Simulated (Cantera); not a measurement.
What does this Cantera script print?

```python
import numpy as np
import cantera as ct

gas_names = """
    H HNO HNO2 HNO3 HO2 H2 H2O H2O2 N NH NH2 NH3 NH2OH NO NO2 NO3 N2 N2H2 N2H4 N2O O OH O2 O3 Si SiH
    SiH2 SiH3 SiH4 SiN SiO SiO2 Si2 Si2N Si3
""".split()
cond_names = """
    H2O(s) H2O(L) Si(cr) Si(L) SiO2(Lqz) SiO2(hqz) SiO2(L) Si2N2O(s) Si3N4(a)
""".split()


def load(file, names, dense=False):
    # The tables refer to 1 bar. Condensed volumes are neglected.
    table = {s.name: s for s in ct.Species.list_from_file(file)}
    out = []
    for n in names:
        d = dict(table[n].input_data)
        d["thermo"] = dict(d["thermo"], **{"reference-pressure": 1e5})
        if dense:
            d["equation-of-state"] = {"model": "constant-volume", "density": "1e6 g/cm^3"}
        out.append(ct.Species.from_dict(d))
    return out


gas = ct.Solution(thermo="ideal-gas", species=load("nasa_gas.yaml", gas_names))
cond = {s.name: ct.Solution(thermo="fixed-stoichiometry", species=[s], name=s.name)
        for s in load("nasa_condensed.yaml", cond_names, dense=True)}
atoms = {
    'SiH4': {'Si': 1, 'H': 4},
    'NO': {'N': 1, 'O': 1},
    'H2': {'H': 2},
}
top_T = {'Si2N2O(s)': 2100, 'Si3N4(a)': 2400}  # K; cautious upper limits of use, not melting points


def equilibrate(T, P, feed):
    n = {}
    for name, mol in feed.items():
        for a, k in atoms[name].items():
            n[a] = n.get(a, 0.0) + k * mol
    gas.TPX = T, P, n
    mass = sum(n.values()) * gas.mean_molecular_weight
    gas.equilibrate("TP")
    valid = [c for c in cond.values() if c.min_temp <= T <= top_T.get(c.name, c.max_temp)]
    mix = ct.Mixture([(gas, mass / gas.mean_molecular_weight)] + [(c, 0.0) for c in valid])
    mix.T, mix.P = T, P
    mix.equilibrate("TP", solver="vcs", rtol=1e-11, max_steps=5000)
    return mix


results = []
feed = {'SiH4': 1, 'NO': 1.4, 'H2': 1.7}  # mol
T = 773  # K
P = 13332.2  # Pa
mix = equilibrate(T, P, feed)
results.append((T, P, feed, dict(zip(mix.species_names, mix.species_moles))))
x = sorted(zip(gas.X, gas.species_names), reverse=True)
print(f"T = {T:g} K  P = {P:g} Pa  gas = {mix.phase_moles(0):.4g} mol")
print("   x: " + "  ".join(f"{s} {v:.3e}" for v, s in x if v > 1e-05))
print("   condensed (mol): " + ("  ".join(f"{mix.phase(i).name} {mix.phase_moles(i):.4g}"
      for i in range(1, mix.n_phases) if mix.phase_moles(i) > 1e-12) or "none"))
```

It prints:

```
T = 773 K  P = 13332.2 Pa  gas = 4.199 mol
   x: H2 8.809e-01  N2 1.190e-01  NH3 1.506e-04
   condensed (mol): SiO2(Lqz) 0.6  Si2N2O(s) 0.2
```

Equilibrium computed with Cantera from the NASA thermochemical tables; the gas is ideal and each condensed phase is pure.
